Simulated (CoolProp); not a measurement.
Aqueous ethylene glycol as a coolant, at 7 °C, 1 atm.

Model: Melinder's fits for secondary coolants, in CoolProp.

| mass % | freezing point (°C) | conductivity (W/(m K)) | cp (kJ/(kg K)) | density (kg/m³) | Prandtl number |
|---|---|---|---|---|---|
| 5.6 | -1.8 | 0.552 | 4.108 | 1007 | 12.2 |
| 11.7 | -4.0 | 0.527 | 4.013 | 1015 | 14.9 |
| 17.9 | -6.8 | 0.501 | 3.910 | 1025 | 18.2 |
| 24 | -10.3 | 0.476 | 3.799 | 1034 | 22.2 |
| 30.1 | -14.7 | 0.452 | 3.677 | 1043 | 27.0 |
| 36.3 | -20.1 | 0.429 | 3.546 | 1052 | 32.8 |
| 42.4 | -26.5 | 0.407 | 3.411 | 1061 | 39.6 |
| 48.5 | -34.0 | 0.386 | 3.275 | 1069 | 47.9 |
